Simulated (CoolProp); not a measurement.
Vapour-liquid equilibrium of CHF3 (R23) (1) + C2F6 (R116) (2) at 217 kPa; x and y are mole fractions of (1).

The numbers come from the multi-fluid Helmholtz-energy mixture model, Penoncello 2003 and Lemmon 2006; pair parameters Bell 2016 in CoolProp.

| x | bubble temperature, mixture model (K) | bubble temperature, Raoult's law (K) | y, mixture model | y, Raoult's law |
|---|---|---|---|---|
| 0.05 | 207.0 | 210.2 | 0.178 | 0.063 |
| 0.125 | 203.8 | 209.8 | 0.332 | 0.154 |
| 0.2 | 202.0 | 209.4 | 0.419 | 0.241 |
| 0.275 | 201.0 | 208.9 | 0.473 | 0.325 |
| 0.35 | 200.4 | 208.5 | 0.509 | 0.406 |
| 0.425 | 200.0 | 208.1 | 0.536 | 0.484 |
| 0.5 | 199.9 | 207.8 | 0.558 | 0.559 |
| 0.575 | 199.8 | 207.4 | 0.579 | 0.632 |
| 0.65 | 199.9 | 207.0 | 0.603 | 0.702 |
| 0.725 | 200.1 | 206.7 | 0.633 | 0.770 |
| 0.8 | 200.5 | 206.3 | 0.676 | 0.835 |
| 0.875 | 201.5 | 206.0 | 0.745 | 0.899 |
| 0.95 | 203.3 | 205.7 | 0.865 | 0.960 |

The largest gap from Raoult's law is -8.1 K in bubble temperature, at x = 0.35. y crosses x between x = 0.575 and 0.65: the model has an azeotrope there.

Pair parameters are fitted to limited data, so mixtures are less certain than the pure fluids.
